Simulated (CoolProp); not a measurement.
The fluid at 293.15 K and 0.713 MPa expands adiabatically to 0.0625 MPa with isentropic efficiency 0.8. The same conditions are run with several fluids, on thermodynamics alone (safety and materials aside).

The numbers come from the reference Helmholtz-energy equation of state of each fluid (R407C: Lemmon 2003; ethylene: Smukala 2000; hydrogen sulfide: Lemmon 2006; normal hydrogen: Leachman 2009; sulfur hexafluoride: Guder 2009) in CoolProp. Blends and air are pseudo-pure fits.

Question: Rank R407C, ethylene, hydrogen sulfide, normal hydrogen, sulfur hexafluoride by work (kJ/kg), highest first.

Answer: normal hydrogen (1680), ethylene (127), hydrogen sulfide (104), R407C (43.2), sulfur hexafluoride (27.5)

```csv
fluid,final temperature (K),final phase,final density (kg/m³)
R407C,227.0,"two-phase, vapour fraction 0.981",3.00
ethylene,193.3,gas,1.11
hydrogen sulfide,203.8,"two-phase, vapour fraction 0.953",1.34
normal hydrogen,172.1,gas,0.0880
sulfur hexafluoride,240.9,gas,4.62
```
